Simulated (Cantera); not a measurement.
Feed: 1 mol CH2F2, 0.014 mol Si, 6.7 mol H2, held at 1552 °C and 0.220 bar.

These are equilibrium values from Cantera (NASA tables, ideal gas, pure condensed phases), not measurements of a reactor. Candidate condensed phases: C, C6H6, C7H8, C8H18, Si, SiC; 113 gas species. The tables' values for SiF3 are old estimates; treat these amounts as uncertain. Rates play no part.

Base state: H2 0.773, HF 0.224, SiF4 0.00145, H 0.000826, C2H2 (acetylene) 0.000166, SiF3 0.000136, CH4 9.33e-5, SiHF3 1.67e-5 (mole fractions); condensed: C(graphite).

Task: What changes in the equilibrium state with this change: Si from 0.014 to 0.0093 mol?

Result: 
```tsv
species	before	after
H2	0.773	0.772
HF	0.224	0.226
SiF4	0.00145	0.000966
SiHF3	1.67e-5	1.10e-5
SiF3	0.000136	8.96e-5
CH4	9.33e-5	9.29e-5
C(graphite), mol	0.996	0.996
```

Task: What changes in the equilibrium state with this change: pressure from 0.220 bar to 0.133 bar?

Result: 
```json
[
 {"species": "H2", "before": "0.773", "after": "0.773"},
 {"species": "HF", "before": "0.224", "after": "0.224"},
 {"species": "SiF4", "before": "0.00145", "after": "0.00142"},
 {"species": "H", "before": "0.000826", "after": "0.00106"},
 {"species": "CH4", "before": "9.33e-5", "after": "5.65e-5"},
 {"species": "SiF3", "before": "0.000136", "after": "0.000170"},
 {"species": "SiHF3", "before": "1.67e-5", "after": "1.63e-5"},
 {"species": "C2H2 (acetylene)", "before": "0.000166", "after": "0.000166"},
 {"species": "C(graphite), mol", "before": "0.996", "after": "0.997"}
]
```
